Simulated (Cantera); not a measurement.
Input (Python, Cantera):

```python
import numpy as np
import cantera as ct

gas = ct.Solution("gri30.yaml")
gas.TPX = 1375, 2000, {'H2': 0.36, 'O2': 1, 'N2': 0.75}
reactor = ct.IdealGasConstPressureReactor(gas, energy="off", clone=False)
net = ct.ReactorNet([reactor])
net.rtol, net.atol = 1e-08, 1e-18
show = ['H2', 'O2', 'H2O', 'HO2', 'NO']
times = np.geomspace(3e-05, 2, 14)

steps = ct.SolutionArray(gas, extra=["t"])
rows = []
print(f"{'t/s':>10s}{'T/K':>9s}{'P/Pa':>11s}" + "".join(f"{s:>11s}" for s in show))
for t in times:
    while net.time < t:
        t_next = net.step()
        steps.append(gas.state, t=t_next)
    rows.append([np.interp(t, steps.t, y) for y in (steps.T, steps.P, *steps(*show).X.T)])
    print(f"{t:10.3e}{rows[-1][0]:9.1f}{rows[-1][1]:11.4g}" + "".join(f"{x:11.3e}" for x in rows[-1][2:]))
rate = np.gradient(steps.T, steps.t)
print("integrator steps:", len(steps.t))
if steps.T.max() > steps.T[0] + 200:
    print(f"time of steepest temperature rise: {steps.t[rate.argmax()]:.4e} s")
gas.TPX = 1375, 2000, {'H2': 0.36, 'O2': 1, 'N2': 0.75}
gas.equilibrate("TP")
print(f"equilibrium (TP): T = {gas.T:.1f} K  " + "  ".join(f"{s} {gas[s].X[0]:.3e}" for s in show))
```

Output:

```
       t/s      T/K       P/Pa         H2         O2        H2O        HO2         NO
 3.000e-05   1375.0       2000  1.706e-01  4.739e-01  1.876e-08  5.977e-08  2.134e-18
 7.050e-05   1375.0       2000  1.706e-01  4.739e-01  2.086e-07  1.404e-07  2.932e-17
 1.657e-04   1375.0       2000  1.706e-01  4.739e-01  4.892e-06  3.330e-07  7.714e-16
 3.893e-04   1375.0       2000  1.675e-01  4.722e-01  2.118e-03  1.852e-06  2.921e-12
 9.150e-04   1375.0       2000  1.080e-02  3.746e-01  1.252e-01  4.543e-06  2.546e-07
 2.150e-03   1375.0       2000  9.953e-03  3.778e-01  1.305e-01  4.634e-06  1.185e-06
 5.053e-03   1375.0       2000  8.750e-03  3.855e-01  1.406e-01  4.810e-06  2.840e-06
 1.187e-02   1375.0       2000  6.171e-03  3.988e-01  1.577e-01  4.961e-06  4.861e-06
 2.790e-02   1375.0       2000  2.621e-03  4.139e-01  1.754e-01  4.386e-06  6.002e-06
 6.558e-02   1375.0       2000  5.909e-04  4.219e-01  1.835e-01  2.399e-06  6.218e-06
 1.541e-01   1375.0       2000  1.069e-04  4.241e-01  1.856e-01  7.555e-07  6.243e-06
 3.622e-01   1375.0       2000  2.288e-05  4.246e-01  1.861e-01  2.148e-07  6.248e-06
 8.511e-01   1375.0       2000  6.155e-06  4.247e-01  1.863e-01  8.135e-08  6.250e-06
 2.000e+00   1375.0       2000  2.020e-06  4.248e-01  1.864e-01  5.478e-08  6.250e-06
integrator steps: 1597
equilibrium (TP): T = 1375.0 K  H2 6.231e-07  O2 4.245e-01  H2O 1.865e-01  HO2 6.389e-08  NO 6.301e-04
```

Cantera simulation using GRI-Mech 3.0 (53 species, 325 reactions); the numbers are that mechanism's predictions, not measurements. Radical loss at walls, strong at low pressure, is not modelled. The temperature is held fixed by assumption; the heat of reaction is taken as removed at once.
